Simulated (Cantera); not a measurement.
**Fluorocarbon and chlorocarbon gases: CHF3 + Si + H2**

Input: 1 mol CHF3, 0.027 mol Si, 0.07 mol H2, at 1.00e-5 bar.

Method: chemical equilibrium by Gibbs-energy minimisation in Cantera with the NASA 1993 tables (ideal gas, pure condensed phases). Candidate condensed phases: C, C6H6, C7H8, C8H18, Si, SiC; 113 gas species. The tables' values for SiF3, SiF2 are old estimates; treat these amounts as uncertain. Gases not in the tables: C2F6 and larger saturated fluorocarbons. Rates play no part.

From 1623 K to 2223 K the condensed part is C(graphite). The main Si-bearing gas is SiF4 throughout.

```tsv
T (K)	log p HF	log p F	log p CF4	log p CF2	log p SiF4	log p CF	log p H	log p SiF3	n C(graphite)
1623	-5.17	-6.28	-5.65	-6.46	-6.80	-9.62	-11.42	-11.72	0.554
1673	-5.20	-6.00	-5.72	-6.23	-6.82	-9.18	-11.16	-11.44	0.554
1723	-5.23	-5.75	-5.87	-6.05	-6.86	-8.77	-10.92	-11.18	0.562
1773	-5.29	-5.54	-6.15	-5.95	-6.91	-8.43	-10.67	-10.91	0.595
1823	-5.34	-5.41	-6.62	-5.96	-6.96	-8.16	-10.38	-10.61	0.668
1873	-5.37	-5.33	-7.28	-6.08	-6.99	-7.95	-10.04	-10.25	0.761
1923	-5.38	-5.29	-8.03	-6.25	-7.01	-7.79	-9.68	-9.87	0.839
1973	-5.39	-5.26	-8.80	-6.45	-7.02	-7.65	-9.31	-9.49	0.894
2023	-5.40	-5.25	-9.58	-6.66	-7.03	-7.53	-8.94	-9.11	0.929
2073	-5.40	-5.24	-10.33	-6.87	-7.04	-7.42	-8.59	-8.75	0.950
2123	-5.41	-5.23	-11.07	-7.07	-7.05	-7.32	-8.24	-8.41	0.961
2173	-5.41	-5.23	-11.77	-7.27	-7.07	-7.22	-7.92	-8.09	0.965
2223	-5.41	-5.23	-12.45	-7.46	-7.12	-7.14	-7.60	-7.81	0.964
```
log p: log10 of the partial pressure in bar; n: condensed amount in mol.
